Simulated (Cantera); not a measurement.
A freely propagating, adiabatic, planar premixed flame of CH4 : C2H6 : C3H8 : O2 : N2 = 1 : 0.4 : 0.87 : 7.05 : 26.5 (molar parts), equivalence ratio 1.1, unburnt at 425 K and 440000 Pa; mixture-averaged transport, grid criteria slope 0.08 and curve 0.16, no radiation.

Model: GRI-Mech 3.0 (53 species, 325 reactions), integrated in Cantera. GRI-Mech 3.0 was tuned for natural gas; its chemistry of propane as a main component is partial and can be far from experiment. Burning velocities carry a grid error of a few per cent, more on coarse grids.

**Question.** What does this change do: inlet temperature 425 to 498 K?

**Answer.** 
```json
[
 {"quantity": "laminar burning velocity", "before": "53.3 cm/s", "after": "71.4 cm/s"},
 {"quantity": "thermal thickness", "before": "0.0997 mm", "after": "0.0922 mm"},
 {"quantity": "peak x(HCN)", "before": "8.06e-6", "after": "8.48e-6"}
]
```

**Question.** What does this change do: C3H8 0.87 to 1.1 parts?

**Answer.** 
```json
[
 {"quantity": "laminar burning velocity", "before": "53.3 cm/s", "after": "43.7 cm/s"},
 {"quantity": "thermal thickness", "before": "0.0997 mm", "after": "0.112 mm"},
 {"quantity": "peak x(HCN)", "before": "8.06e-6", "after": "2.52e-5"}
]
```
